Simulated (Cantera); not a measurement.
PbS + H₂ + N₂ + NH₃ (hydrogen reduction and annealing atmospheres)

Charge: 1 mol PbS, 3.8 mol H₂, 73 mol N₂, 0.00032 mol NH₃, held at 0.00320 bar.

Cantera equilibrium calculation (NASA polynomials, part measured and part estimated; ideal gas, pure solids and liquids). Candidate condensed phases: Pb, PbS, S; 18 gas species. Gases not in the tables: S₃ to S₇. Rates play no part.

```
T (K)  log p N₂  log p H₂  log p Pb  log p PbS  n Pb(l)  n PbS(s)
-----  --------  --------  --------  ---------  -------  --------
798       -2.52     -3.80     -7.24      -6.98  0.00542     0.991
898       -2.52     -3.80     -5.95      -5.36        0     0.868
998       -2.52     -3.82     -5.37      -4.43        0         0
1098      -2.52     -3.82     -5.26      -4.45        0         0
1198      -2.52     -3.82     -5.10      -4.48        0         0
1298      -2.52     -3.82     -4.92      -4.54        0         0
1398      -2.52     -3.81     -4.76      -4.63        0         0
1498      -2.52     -3.81     -4.64      -4.75        0         0
1598      -2.52     -3.81     -4.55      -4.90        0         0
1698      -2.52     -3.82     -4.49      -5.07        0         0
1798      -2.53     -3.82     -4.45      -5.25        0         0
1898      -2.53     -3.83     -4.43      -5.43        0         0
1998      -2.53     -3.84     -4.42      -5.64        0         0
```
log p: log10 of the partial pressure in bar; n: condensed amount in mol.

At 798 K the condensed part is Pb(l) + PbS(s). At 898 K the condensed part is PbS(s). From 998 K to 1998 K nothing is condensed. The main Pb-bearing gas is PbS at 798 K and Pb at 1998 K.
